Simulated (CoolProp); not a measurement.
Model: reference Helmholtz-energy equation of state, Polt 1992, in CoolProp. This equation is an older, rougher fit; its heat capacities, sound speeds and derivatives of the liquid may be far off and weren't checked against measurements.

**Question.** Give the vapour pressure (MPa), liquid density (kg/m³), vapour Z of saturated propyne at 361 K.

**Answer.** 
```json
[
 {"T (K)": "361", "p (MPa)": "2.64", "liquid density (kg/m³)": "493", "vapour Z": "0.683"}
]
```
